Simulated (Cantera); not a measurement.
Charge: 1 mol Si2H6, 0.1 mol Cl2, 170 mol N2, held at 1425 °C and 0.300 bar.

Cantera equilibrium calculation (NASA polynomials, part measured and part estimated; ideal gas, pure solids and liquids). Candidate condensed phases: NH4Cl, Si, Si3N4; 28 gas species. The feed counts by its element totals alone. Equilibrium is a limit: real reactors are often held back by kinetics, nucleation or transport.

Base state: N2 0.982, H2 0.0169, HCl 0.00115, H 3.43e-5 (mole fractions); condensed: Si3N4(s).

Q: What changes in the equilibrium state with this change: Cl2 from 0.1 to 0.0044 mol?

A: 
| species | before | after |
|---|---|---|
| N2 | 0.982 | 0.982 |
| H2 | 0.0169 | 0.0174 |
| HCl | 0.00115 | 5.11e-5 |
| H | 3.43e-5 | 3.49e-5 |
| Si3N4(s), mol | 0.666 | 0.667 |
